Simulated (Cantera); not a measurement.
Cantera with NASA thermochemical tables; ideal gases at 1 bar, condensed phases pure. Values are per mole of reaction as written; species without (g) are pure solids or liquids, kept so even where they would boil at 1 bar.

**Question.** Between 300 and 750 K, where is each reaction favourable under standard conditions?
- 5 H2O2(g) + 2 Ta ⇌ 5 H2O(g) + Ta2O5

**Answer.** 
- 5 H2O2(g) + 2 Ta ⇌ 5 H2O(g) + Ta2O5: ΔG° is -2523 kJ at 300 K and -2456 kJ at 750 K; it stays negative (K > 1). ΔH° is -2560 kJ and ΔS° -140 J/K at 750 K.
